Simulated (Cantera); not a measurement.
An adiabatic, constant-pressure homogeneous reactor starts with CH4 : O2 : N2 = 0.63 : 2.27 : 8.55 (molar parts), equivalence ratio 0.56, at 1250 K and 7.80 bar.

Cantera simulation using GRI-Mech 3.0 (53 species, 325 reactions); the numbers are that mechanism's predictions, not measurements.

x: mole fraction; the columns are a selection and need not sum to one.

| t (s) | T (K) | x CH4 | x O2 | x HCO | x CH2 | x NO | x CH2CO | x O |
|---|---|---|---|---|---|---|---|---|
| 3.00e-6 | 1250 | 0.0550 | 0.198 | <1e-12 | <1e-12 | <1e-12 | <1e-12 | 2.27e-11 |
| 1.04e-5 | 1250 | 0.0550 | 0.198 | <1e-12 | <1e-12 | <1e-12 | <1e-12 | 6.80e-11 |
| 3.60e-5 | 1250 | 0.0550 | 0.198 | <1e-12 | <1e-12 | <1e-12 | <1e-12 | 2.69e-10 |
| 0.000125 | 1250 | 0.0550 | 0.198 | 2.00e-12 | <1e-12 | <1e-12 | <1e-12 | … |
| 0.000433 | 1250 | 0.0550 | 0.198 | 6.72e-11 | 2.61e-12 | <1e-12 | 1.81e-10 | … |
| 0.00150 | 1255 | 0.0542 | 0.198 | 1.53e-9 | 2.66e-11 | <1e-12 | 6.58e-8 | … |
| 0.00520 | 2358 | <1e-12 | 0.0865 | 1.37e-10 | <1e-12 | 0.00144 | <1e-12 | 0.000732 |
| 0.0180 | 2349 | <1e-12 | 0.0842 | 1.25e-10 | <1e-12 | 0.00623 | <1e-12 | 0.000685 |
| 0.0624 | 2341 | <1e-12 | 0.0823 | 1.16e-10 | <1e-12 | 0.0101 | <1e-12 | 0.000648 |
| 0.216 | 2340 | <1e-12 | 0.0822 | 1.16e-10 | <1e-12 | 0.0104 | <1e-12 | 0.000646 |
| 0.749 | 2340 | <1e-12 | 0.0822 | 1.16e-10 | <1e-12 | 0.0104 | <1e-12 | 0.000646 |
| 2.60 | 2340 | <1e-12 | 0.0822 | 1.16e-10 | <1e-12 | 0.0104 | <1e-12 | 0.000646 |
| 9.00 | 2340 | <1e-12 | 0.0822 | 1.16e-10 | <1e-12 | 0.0104 | <1e-12 | 0.000646 |

### Question
Some entries are withheld; supply them.

### Answer

- 0.000125, x O: 1.66e-9
- 0.000433, x O: 7.53e-9
- 0.00150, x O: 3.22e-8
